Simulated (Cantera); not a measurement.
Feed: 1 mol CuO, 5.1 mol H₂, 28 mol N₂, equilibrated at 2050 K and 0.270 bar.

Cantera equilibrium calculation (NASA polynomials, part measured and part estimated; ideal gas, pure solids and liquids). Candidate condensed phases: Cu, CuO, Cu(OH)₂, Cu₂O, H₂O; 27 gas species. The numbers say what is thermodynamically allowed, not how fast it happens.

Base state: N₂ 0.824, H₂ 0.120, H₂O 0.0294, Cu 0.0251, H 0.00151, Cu₂ 0.000122, OH 4.05e-5 (mole fractions); condensed: Cu(l).

### Question
What changes in the equilibrium state with this change: temperature from 2050 K to 1650 K?

### Answer
| species | before | after |
|---|---|---|
| N₂ | 0.824 | 0.846 |
| H₂ | 0.120 | 0.124 |
| H₂O | 0.0294 | 0.0302 |
| Cu | 0.0251 | 0.000301 |
| Cu₂ | 0.000122 | 2.82e-7 |
| OH | 4.05e-5 | 6.78e-7 |
| H | 0.00151 | 6.15e-5 |
| Cu(l), mol | 0.139 | 0.990 |
